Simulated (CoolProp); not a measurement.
Model: reference Helmholtz-energy equation of state, Zhou 2012, in CoolProp.

Problem. Give the vapour pressure (MPa), liquid density (kg/m³), liquid cp (kJ/(kg K)), vapour Z of saturated m-xylene at 230.45, 252.45 °C.

Solution. 
```tsv
T (°C)	p (MPa)	liquid density (kg/m³)	liquid cp (kJ/(kg K))	vapour Z
230.45	0.715	652	2.51	0.831
252.45	1.02	621	2.64	0.780
```
